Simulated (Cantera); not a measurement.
Cantera run, input and output.

```python
import numpy as np
import cantera as ct

gas = ct.Solution("gri30.yaml", transport_model="multicomponent")
show = ['CO2', 'N2', 'OH']

rows = []
print(f"{'T/K':>7s}{'rho':>11s}{'cp':>10s}{'mu':>11s}{'lambda':>11s}{'Pr':>7s}" + "".join(f"{'D_' + s:>11s}" for s in show))
for T in [400, 550, 700, 850, 1000, 1150]:
    gas.TPX = T, 470000, {'CO': 0.27, 'C2H2': 0.27, 'CH4': 0.68, 'C2H6': 0.71}
    Pr = gas.cp_mass * gas.viscosity / gas.thermal_conductivity
    D = [gas.mix_diff_coeffs_mole[gas.species_index(s)] for s in show]
    rows.append([gas.density, gas.cp_mass, gas.viscosity, gas.thermal_conductivity, Pr, *D])
    print(f"{T:7g}{gas.density:11.4e}{gas.cp_mass:10.1f}{gas.viscosity:11.4e}"
          f"{gas.thermal_conductivity:11.4e}{Pr:7.3f}" + "".join(f"{d:11.4e}" for d in D))
print("SI units: kg/m3, J/kg/K, Pa s, W/m/K, m2/s")
```

It prints:

```
    T/K        rho        cp         mu     lambda     Pr      D_CO2       D_N2       D_OH
    400 3.4306e+00    2034.5 1.4306e-05 3.9554e-02  0.736 4.9336e-06 6.4888e-06 9.6774e-06
    550 2.4950e+00    2488.1 1.8478e-05 6.1975e-02  0.742 8.8248e-06 1.1324e-05 1.6819e-05
    700 1.9604e+00    2889.1 2.2153e-05 8.6082e-02  0.744 1.3542e-05 1.7126e-05 2.5379e-05
    850 1.6144e+00    3216.6 2.5483e-05 1.1026e-01  0.743 1.9002e-05 2.3807e-05 3.5233e-05
   1000 1.3723e+00    3510.1 2.8558e-05 1.3491e-01  0.743 2.5143e-05 3.1306e-05 4.6289e-05
   1150 1.1933e+00    3747.9 3.1434e-05 1.5873e-01  0.742 3.1920e-05 3.9574e-05 5.8480e-05
SI units: kg/m3, J/kg/K, Pa s, W/m/K, m2/s
```

Cantera simulation using GRI-Mech 3.0 (53 species, 325 reactions); the numbers are that mechanism's predictions, not measurements. The composition is frozen, though it would react at the higher temperatures.
